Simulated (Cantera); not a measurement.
A closed system holds: 1 mol CH3SiCl3, 1.2 mol HCl, 62 mol H2, at 6.45 Torr.

Method: chemical equilibrium by Gibbs-energy minimisation in Cantera with the NASA 1993 tables (ideal gas, pure condensed phases). Candidate condensed phases: C, C6H6, C7H8, C8H18, Si, SiC; 109 gas species. The feed counts by its element totals alone. Gases not in the tables: Si2H6 and higher silanes. Rates play no part.

Which condensed phases are stable at each of these points (T (K)): 1423, 1523, 1623, 1723, 1823, 1923, 2023, 2123?


| T (K) | condensed phases | Si condensed (%) |
|---|---|---|
| 1423 | C(graphite) + SiC(s) | 99.5 |
| 1523 | C(graphite) + SiC(s) | 99.3 |
| 1623 | C(graphite) + SiC(s) | 98.9 |
| 1723 | C(graphite) + SiC(s) | 98.4 |
| 1823 | SiC(s) | 97.5 |
| 1923 | SiC(s) | 95.7 |
| 2023 | SiC(s) | 91.6 |
| 2123 | SiC(s) | 79.7 |

From 1423 K to 1723 K the condensed part is C(graphite) + SiC(s). From 1823 K to 2123 K the condensed part is SiC(s).
